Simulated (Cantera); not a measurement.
Charge: 1 mol NF3, 0.042 mol SO2, 1.4 mol O2, equilibrated at 2475 K and 1330 Pa.

Equilibrium computed with Cantera from the NASA thermochemical tables; the gas is ideal and each condensed phase is pure. Candidate condensed phases: S; 35 gas species. Equilibrium is a limit: real reactors are often held back by kinetics, nucleation or transport.

Base state: F 0.590, O2 0.244, N2 0.0943, O 0.0548, NO 0.00820, SO2 0.00760, SO 0.000641, FO 2.21e-5 (mole fractions); condensed: gas only.

**Question.** What changes in the equilibrium state with this change: SO2 from 0.042 to 0.35 mol?

**Answer.** 
```
species    before     after
-------  --------  --------
F           0.590     0.555
O2          0.244     0.231
N2         0.0943    0.0886
SO2       0.00760    0.0594
O          0.0548    0.0533
S         1.38e-5  0.000114
SO       0.000641   0.00515
SF        3.30e-6   2.56e-5
```
